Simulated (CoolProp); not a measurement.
Saturated liquid density (kg/m³) of CHF3 (R23): the reference equation beside estimates from Tc = 299.3 K, pc = 4.832 MPa, ω = 0.263. Rackett uses Z = 0.29056 − 0.08775 ω.

Values from CoolProp's reference Helmholtz-energy equation of state, Penoncello 2003.

| T (K) | reference | Rackett | van der Waals | Redlich-Kwong | Soave-Redlich-Kwong | Peng-Robinson |
|---|---|---|---|---|---|---|
| 166.6 | 1536 | 1445 | 862.0 | 1274 | 1309 | 1475 |
| 170.7 | 1521 | 1432 | 854.6 | 1262 | 1298 | 1464 |
| 174.9 | 1506 | 1418 | 846.8 | 1249 | 1286 | 1451 |
| 179 | 1491 | 1404 | 839.1 | 1235 | 1274 | 1438 |
| 183.1 | 1476 | 1390 | 831.2 | 1222 | 1262 | 1425 |
| 187.2 | 1461 | 1376 | 823.1 | 1208 | 1249 | 1411 |
| 191.3 | 1445 | 1362 | 814.9 | 1194 | 1236 | 1397 |
| 195.4 | 1429 | 1347 | 806.5 | 1179 | 1223 | 1382 |
| 199.6 | 1413 | 1332 | 797.7 | 1163 | 1208 | 1367 |

Absolute difference from the reference over all 9 rows, mean and median: Rackett 5.8 and 5.8 %, van der Waals 43.7 and 43.7 %, Redlich-Kwong 17.3 and 17.2 %, Soave-Redlich-Kwong 14.6 and 14.5 %, Peng-Robinson 3.5 and 3.5 %.
